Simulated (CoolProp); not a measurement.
Computed with CoolProp (reference Helmholtz-energy equation of state, Wu 2012).

Q: Give the vapour pressure (kPa), vapour Z, surface tension (mN/m) of saturated fluoroethane (R161) at 284.8, 292.1, 306.8 K.

A: 
```
T (K)  p (kPa)  vapour Z  surface tension (mN/m)
-----  -------  --------  ----------------------
284.8      631     0.874                    11.1
292.1      781     0.853                    10.1
306.8     1160     0.806                    8.14
```

Surface tension comes from a separate correlation (Mulero 2012).
